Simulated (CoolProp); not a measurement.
Vapour-liquid equilibrium of n-heptane (1) + m-xylene (2) at 198.75 °C; x and y are mole fractions of (1).

Values from CoolProp's multi-fluid Helmholtz-energy mixture model, Span 2003 and Zhou 2012; pair parameters Bell 2016.

| x | bubble pressure, mixture model (bar) | bubble pressure, Raoult's law (bar) | y, mixture model | y, Raoult's law |
|---|---|---|---|---|
| 0.05 | 4.347 | 4.274 | 0.117 | 0.112 |
| 0.15 | 5.003 | 4.834 | 0.295 | 0.298 |
| 0.25 | 5.607 | 5.394 | 0.428 | 0.445 |
| 0.35 | 6.173 | 5.954 | 0.535 | 0.564 |
| 0.45 | 6.715 | 6.514 | 0.625 | 0.663 |
| 0.55 | 7.241 | 7.074 | 0.704 | 0.746 |
| 0.65 | 7.759 | 7.635 | 0.776 | 0.817 |
| 0.75 | 8.276 | 8.195 | 0.843 | 0.878 |
| 0.85 | 8.797 | 8.755 | 0.907 | 0.932 |
| 0.95 | 9.326 | 9.315 | 0.969 | 0.979 |

The largest gap from Raoult's law is +3.9 % in bubble pressure, at x = 0.25. No azeotrope shows between x = 0.05 and 0.95.

Pair parameters are fitted to limited data, so mixtures are less certain than the pure fluids.
